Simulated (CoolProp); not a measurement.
Values from CoolProp's reference Helmholtz-energy equation of state, Lemmon 2013.

### Question
Give the vapour pressure (bar), enthalpy of vaporisation (kJ/kg), vapour Z, surface tension (mN/m) of saturated propylene at 7.75, 27.05, 36.75 °C.

### Answer
```json
[
 {"T (°C)": "7.75", "p (bar)": "7.31", "enthalpy of vaporisation (kJ/kg)": "365", "vapour Z": "0.857", "surface tension (mN/m)": "9.16"},
 {"T (°C)": "27.05", "p (bar)": "12.1", "enthalpy of vaporisation (kJ/kg)": "331", "vapour Z": "0.797", "surface tension (mN/m)": "6.70"},
 {"T (°C)": "36.75", "p (bar)": "15.3", "enthalpy of vaporisation (kJ/kg)": "311", "vapour Z": "0.760", "surface tension (mN/m)": "5.51"}
]
```

Surface tension comes from a separate correlation (Mulero 2012).
